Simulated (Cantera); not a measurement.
Source: NASA polynomial tables (part measured, part estimated), evaluated in Cantera. Values are per mole of reaction as written; species without (g) are pure solids or liquids, kept so even where they would boil at 1 bar.

Ca(OH)2 = Ca(g) + O2(g) + 2 H(g), with ΔH° = 1599.9 kJ and ΔS° = 506.1 J/K at 300 K.

How far is the shortcut ΔG° ≈ ΔH°(300 K) − T·ΔS°(300 K) from the full temperature-dependent value at 400, 450, 500, 550, 600, 650, 700, 750, 800 K?


| T (K) | shortcut (kJ) | full (kJ) | difference (kJ) | difference in log10 K |
|---|---|---|---|---|
| 400 | 1397.5 | 1397.5 | 0.0 | 0.00 |
| 450 | 1372.2 | 1372.2 | 0.0 | 0.00 |
| 500 | 1346.9 | 1347.0 | -0.1 | 0.01 |
| 550 | 1321.6 | 1321.8 | -0.3 | 0.02 |
| 600 | 1296.3 | 1296.7 | -0.5 | 0.04 |
| 650 | 1271.0 | 1271.7 | -0.7 | 0.06 |
| 700 | 1245.7 | 1246.7 | -1.0 | 0.07 |
| 750 | 1220.3 | 1221.7 | -1.4 | 0.09 |
| 800 | 1195.0 | 1196.8 | -1.8 | 0.12 |
The shortcut ignores the heat-capacity change of the reaction.
